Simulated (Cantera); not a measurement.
Feed: 1 mol Cu₂O, 1.6 mol CH₄, 7.8 mol H₂, at 825 K and 1.50 mbar.

Method: chemical equilibrium by Gibbs-energy minimisation in Cantera with the NASA 1993 tables (ideal gas, pure condensed phases). Candidate condensed phases: C, C₆H₆, C₇H₈, C₈H₁₈, Cu, CuO, Cu(OH)₂, Cu₂O, H₂O; 113 gas species. Equilibrium is a limit: real reactors are often held back by kinetics, nucleation or transport.

Base state: H₂ 0.916, CO 0.0813, H₂O 0.00141, CH₄ 0.00114, CO₂ 0.000446 (mole fractions); condensed: C(graphite) + Cu(s).

Question: What changes in the equilibrium state with this change: H₂ from 7.8 to 2.7 mol?

Answer: 
```json
[
 {"species": "H₂", "before": "0.916", "after": "0.855"},
 {"species": "CO", "before": "0.0813", "after": "0.141"},
 {"species": "H₂O", "before": "0.00141", "after": "0.00228"},
 {"species": "CO₂", "before": "0.000446", "after": "0.00134"},
 {"species": "CH₄", "before": "0.00114", "after": "0.000991"},
 {"species": "C(graphite), mol", "before": "0.609", "after": "0.618"},
 {"species": "Cu(s), mol", "before": "2.00", "after": "2.00"}
]
```
